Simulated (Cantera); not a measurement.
A Cantera script and what it prints.

```python
import numpy as np
import cantera as ct

gas_names = """
    CL CL2 H HCL H2 Si SiCL SiCL2 SiCL3 SiCL4 SiH SiHCL3 SiH2 SiH2CL2 SiH3 SiH3CL SiH4 Si2 Si3
""".split()
cond_names = """
    Si(cr) Si(L)
""".split()


# ... load() reads the species with a 1 bar reference pressure and builds the phases ...
atoms = {
    'Si': {'Si': 1},
    'Cl2': {'CL': 2},
    'H2': {'H': 2},
}
top_T = {}  # K; cautious upper limits of use, not melting points


# ... equilibrate(T, P, feed) seeds the gas with the atoms and calls Mixture.equilibrate('TP', solver="vcs", rtol=1e-11, max_steps=5000) ...
results = []
feed = {'Si': 1, 'Cl2': 1.3, 'H2': 13}  # mol
T = 1375  # K
P = 89  # Pa
mix = equilibrate(T, P, feed)
results.append((T, P, feed, dict(zip(mix.species_names, mix.species_moles))))
x = sorted(zip(gas.X, gas.species_names), reverse=True)
print(f"T = {T:g} K  P = {P:g} Pa  gas = {mix.phase_moles(0):.4g} mol")
print("   x: " + "  ".join(f"{s} {v:.3e}" for v, s in x if v > 1e-05))
print("   condensed (mol): " + ("  ".join(f"{mix.phase(i).name} {mix.phase_moles(i):.4g}"
      for i in range(1, mix.n_phases) if mix.phase_moles(i) > 1e-12) or "none"))
```

Result:

```
T = 1375 K  P = 89 Pa  gas = 14.29 mol
   x: H2 8.569e-01  HCL 1.050e-01  SiCL2 3.710e-02  SiCL3 7.546e-04  H 1.063e-04  SiCL4 7.053e-05  SiHCL3 3.671e-05  CL 1.079e-05
   condensed (mol): Si(cr) 0.4573
```

Method: chemical equilibrium by Gibbs-energy minimisation in Cantera with the NASA 1993 tables (ideal gas, pure condensed phases). The tables' values for SiCl3 are old estimates; treat these amounts as uncertain.
